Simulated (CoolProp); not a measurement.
Vapour-liquid equilibrium of propylene (1) + R22 (2) at 2.42 bar; x and y are mole fractions of (1).

Computed with CoolProp (multi-fluid Helmholtz-energy mixture model, Lemmon 2013 and Kamei 1995; pair parameters Bell 2016).

| x | bubble temperature, mixture model (K) | bubble temperature, Raoult's law (K) | y, mixture model | y, Raoult's law |
|---|---|---|---|---|
| 0.05 | 251.8 | 252.5 | 0.081 | 0.062 |
| 0.125 | 250.6 | 252.0 | 0.187 | 0.152 |
| 0.2 | 249.6 | 251.5 | 0.277 | 0.238 |
| 0.275 | 248.8 | 251.1 | 0.356 | 0.322 |
| 0.35 | 248.2 | 250.6 | 0.427 | 0.404 |
| 0.425 | 247.6 | 250.1 | 0.493 | 0.482 |
| 0.5 | 247.2 | 249.7 | 0.556 | 0.558 |
| 0.575 | 246.8 | 249.2 | 0.616 | 0.631 |
| 0.65 | 246.6 | 248.8 | 0.676 | 0.701 |
| 0.725 | 246.4 | 248.3 | 0.738 | 0.770 |
| 0.8 | 246.4 | 247.9 | 0.802 | 0.835 |
| 0.875 | 246.4 | 247.4 | 0.870 | 0.899 |
| 0.95 | 246.5 | 247.0 | 0.945 | 0.960 |

The largest gap from Raoult's law is -2.5 K in bubble temperature, at x = 0.425. y crosses x between x = 0.8 and 0.875: the model has an azeotrope there.

The pair parameters rest on a limited set of measurements; away from them the model extrapolates.
